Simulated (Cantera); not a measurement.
Input: 1 mol TiO2, 0.35 mol SiCl4, 1.2 mol O2, at 13300 Pa.

Equilibrium computed with Cantera from the NASA thermochemical tables; the gas is ideal and each condensed phase is pure. Candidate condensed phases: Si, SiO2, Ti, TiCl2, TiCl3, TiCl4, TiO, TiO2, Ti2O3, Ti3O5, Ti4O7; 24 gas species. Mutual solubility and eutectic melting of coexisting phases are not modelled. The tables hold silica as quartz up to 1696 K and as liquid above; real silica turns to tridymite and cristobalite and melts near 1996 K. Condensed phases not in the tables: TiOCl, alloys, solid solutions and most ternary compounds. Equilibrium is a limit: real reactors are often held back by kinetics, nucleation or transport.

Over these rows the condensed part is SiO2(β-quartz) + TiO2(rutile). Partial pressures as log10 of bar:

| T (K) | 1000/T (1/K) | log p TiCl4 | log p O2 | log p Cl2 | log p Cl |
|---|---|---|---|---|---|
| 1150 | 0.8696 | -6.37 | -1.14 | -1.22 | -3.17 |
| 1250 | 0.8000 | -5.74 | -1.14 | -1.23 | -2.72 |
| 1350 | 0.7407 | -5.22 | -1.14 | -1.25 | -2.34 |
| 1450 | 0.6897 | -4.81 | -1.15 | -1.27 | -2.02 |
| 1550 | 0.6452 | -4.49 | -1.17 | -1.33 | -1.75 |
| 1650 | 0.6061 | ? | -1.19 | -1.41 | -1.54 |

Problem. Fit log p(TiCl4) = a + b·(1000/T) to the five rows, give the apparent enthalpy, and predict the row at 1650 K.

Solution. Means: 1000/T = 0.7490, log p = -5.326. Sxy = -0.265276, Sxx = 0.0315052, so b = -8.42 and a = -5.326 − (-8.42)×0.7490 = 0.98.
Apparent enthalpy: −19.145 × (-8.42) = 161 kJ/mol. With the condensed phases at unit activity, TiO2(rutile) + 2 Cl2(g) = TiCl4(g) + O2(g) links this pressure to the main gases: over the six rows their terms move log p by -0.33 in all, so the slope isn't that reaction's ΔH° alone. The five rows lie within 0.04 of the line.
Prediction at 1650 K: 0.98 + (-8.42)×0.6061 = -4.12. The computed value is -4.29, 0.17 from the line.
